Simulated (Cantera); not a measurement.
Cantera run:

```python
import numpy as np
import cantera as ct

gas_names = [...]  # 110 gases of nasa_gas.yaml made of C, H, O
cond_names = """
    C(gr) C6H6(L) C7H8(L) C8H18(L),n-octa H2O(s) H2O(L)
""".split()


# ... load() reads the species with a 1 bar reference pressure and builds the phases ...
atoms = {
    'C3H8': {'C': 3, 'H': 8},
    'CO2': {'C': 1, 'O': 2},
    'H2': {'H': 2},
}
top_T = {'C(gr)': 4500}  # K; cautious upper limits of use, not melting points


# ... equilibrate(T, P, feed) seeds the gas with the atoms and calls Mixture.equilibrate('TP', solver="vcs", rtol=1e-11, max_steps=5000) ...
results = []
feed = {'C3H8': 1, 'CO2': 0.03, 'H2': 3.6}  # mol
T = 1623  # K
P = 133.322  # Pa
mix = equilibrate(T, P, feed)
results.append((T, P, feed, dict(zip(mix.species_names, mix.species_moles))))
print(gas.report(threshold=0.001))
for i in range(1, mix.n_phases):
    print(f"{mix.phase(i).name:16s} {mix.phase_moles(i):12.5e} mol")
```

Output:

```
       temperature   1623 K
          pressure   133.32 Pa
           density   2.1917e-05 kg/m^3
  mean mol. weight   2.2184 kg/kmol
   phase of matter   gas

                          1 kg             1 kmol
                     ---------------   ---------------
          enthalpy        1.7985e+07        3.9897e+07  J
   internal energy        1.1902e+07        2.6402e+07  J
           entropy        1.0706e+05        2.3749e+05  J/K
    Gibbs function       -1.5577e+08       -3.4556e+08  J
 heat capacity c_p             14804             32841  J/K
 heat capacity c_v             11056             24527  J/K

                      mass frac. Y      mole frac. X     chem. pot. / RT
                     ---------------   ---------------   ---------------
                CO          0.098808         0.0078255           -46.674
                 H        0.00085592         0.0018837           -12.733
                H2           0.89992           0.99025           -25.465
     [ +107 minor]         0.0004197        3.6535e-05

C(gr)             2.96946e+00 mol
```

Method: chemical equilibrium by Gibbs-energy minimisation in Cantera with the NASA 1993 tables (ideal gas, pure condensed phases).
